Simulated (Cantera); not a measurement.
# Chlorosilane synthesis and conversion: SiCl4 + Cl2 + H2

Input: 1 mol SiCl4, 1.8 mol Cl2, 3.9 mol H2, held at 6.30 bar.

These are equilibrium values from Cantera (NASA tables, ideal gas, pure condensed phases), not measurements of a reactor. Candidate condensed phases: Si; 19 gas species. The tables' values for SiCl3 are old estimates; treat these amounts as uncertain. Rates play no part.

```json
[
 {"T (K)": "500", "x HCl": "0.537", "x H2": "0.313", "x SiCl4": "0.149", "x SiHCl3": "1.39e-7"},
 {"T (K)": "575", "x HCl": "0.537", "x H2": "0.313", "x SiCl4": "0.149", "x SiHCl3": "1.29e-6"},
 {"T (K)": "650", "x HCl": "0.537", "x H2": "0.313", "x SiCl4": "0.149", "x SiHCl3": "7.07e-6"},
 {"T (K)": "725", "x HCl": "0.537", "x H2": "0.313", "x SiCl4": "0.149", "x SiHCl3": "2.69e-5"},
 {"T (K)": "800", "x HCl": "0.537", "x H2": "0.313", "x SiCl4": "0.149", "x SiHCl3": "7.86e-5"},
 {"T (K)": "875", "x HCl": "0.538", "x H2": "0.313", "x SiCl4": "0.149", "x SiHCl3": "0.000190"},
 {"T (K)": "950", "x HCl": "0.538", "x H2": "0.313", "x SiCl4": "0.149", "x SiHCl3": "0.000397"},
 {"T (K)": "1025", "x HCl": "0.538", "x H2": "0.313", "x SiCl4": "0.148", "x SiHCl3": "0.000742"},
 {"T (K)": "1100", "x HCl": "0.539", "x H2": "0.312", "x SiCl4": "0.148", "x SiHCl3": "0.00126"},
 {"T (K)": "1175", "x HCl": "0.539", "x H2": "0.311", "x SiCl4": "0.147", "x SiHCl3": "0.00200"},
 {"T (K)": "1250", "x HCl": "0.541", "x H2": "0.310", "x SiCl4": "0.146", "x SiHCl3": "0.00297"},
 {"T (K)": "1325", "x HCl": "0.542", "x H2": "0.308", "x SiCl4": "0.144", "x SiHCl3": "0.00418"},
 {"T (K)": "1400", "x HCl": "0.545", "x H2": "0.306", "x SiCl4": "0.141", "x SiHCl3": "0.00558"}
]
```
x: gas mole fraction; nothing condenses.

From 500 K to 1400 K nothing is condensed. The main Si-bearing gas is SiCl4 throughout.
